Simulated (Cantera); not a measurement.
Cantera run, input and output.

```python
import numpy as np
import cantera as ct

gas = ct.Solution("h2o2.yaml")
gas.TPX = 475, 13332, {'H2': 1, 'O2': 0.294, 'N2': 0.941}
flame = ct.FreeFlame(gas, width=0.16)
flame.set_refine_criteria(ratio=3, slope=0.08, curve=0.16)
flame.transport_model = "mixture-averaged"
flame.solve(loglevel=0, auto=True)
z, T = flame.grid, flame.T
thick = (T[-1] - T[0]) / np.gradient(T, z).max()
show = ['H2', 'O2', 'OH', 'H2O', 'H2O2', 'O']
print(f"laminar burning velocity  {flame.velocity[0] * 100:.3f} cm/s")
print(f"burnt temperature         {T[-1]:.1f} K")
print(f"thermal thickness         {thick * 1e3:.4f} mm")
print(f"grid points               {len(z)}")
z0 = z[flame.heat_release_rate.argmax()]
print(f"{'z/mm':>9s}{'T/K':>9s}{'u/(m/s)':>9s}" + "".join(f"{s:>11s}" for s in show))
rows = []
for k in (-3, -2, -1.5, -1, -0.5, -0.25, 0, 0.25, 0.5, 1, 2, 4, 8):
    zz = z0 + k * thick
    rows.append([k * thick, np.interp(zz, z, T), np.interp(zz, z, flame.velocity),
                 *(np.interp(zz, z, flame.X[gas.species_index(s)]) for s in show)])
    print(f"{rows[-1][0] * 1e3:9.3f}{rows[-1][1]:9.1f}{rows[-1][2]:9.3f}" + "".join(f"{x:11.3e}" for x in rows[-1][3:]))
```

Result:

```
laminar burning velocity  525.190 cm/s
burnt temperature         2350.8 K
thermal thickness         5.4738 mm
grid points               146
     z/mm      T/K  u/(m/s)         H2         O2         OH        H2O       H2O2          O
  -16.422    475.0    5.252  4.474e-01  1.315e-01  1.494e-21 -6.621e-16 -1.712e-16  1.059e-19
  -10.948    475.0    5.252  4.474e-01  1.315e-01  9.554e-18  1.317e-14 -1.333e-16  6.297e-16
   -8.211    475.0    5.252  4.474e-01  1.315e-01  3.150e-15  3.513e-12  1.527e-14  1.815e-13
   -5.474    475.0    5.252  4.474e-01  1.315e-01  5.839e-12  2.102e-09  1.440e-11  9.188e-11
   -2.737    483.4    5.337  4.461e-01  1.315e-01  3.691e-05  3.942e-04  1.325e-06  5.903e-06
   -1.368    656.3    7.139  4.188e-01  1.270e-01  4.075e-04  1.429e-02  2.835e-06  1.799e-04
    0.000   1088.1   11.486  2.657e-01  7.663e-02  2.374e-03  1.219e-01  3.636e-07  5.524e-03
    1.368   1359.4   14.217  1.494e-01  1.122e-02  4.989e-03  2.461e-01  3.324e-07  6.012e-03
    2.737   1459.7   15.168  1.436e-01  4.673e-03  6.037e-03  2.602e-01  2.924e-07  5.044e-03
    5.474   1576.4   16.245  1.520e-01  3.789e-03  7.389e-03  2.631e-01  2.320e-07  4.785e-03
   10.948   1710.5   17.450  1.620e-01  3.116e-03  8.646e-03  2.666e-01  1.465e-07  4.221e-03
   21.895   1853.9   18.699  1.719e-01  2.321e-03  9.406e-03  2.715e-01  7.951e-08  3.339e-03
   43.791   1995.1   19.894  1.810e-01  1.544e-03  9.331e-03  2.775e-01  4.130e-08  2.328e-03
```

Computed with Cantera and the H2/O2 subset of GRI-Mech 3.0, which has no nitrogen chemistry. Burning velocities carry a grid error of a few per cent, more on coarse grids.
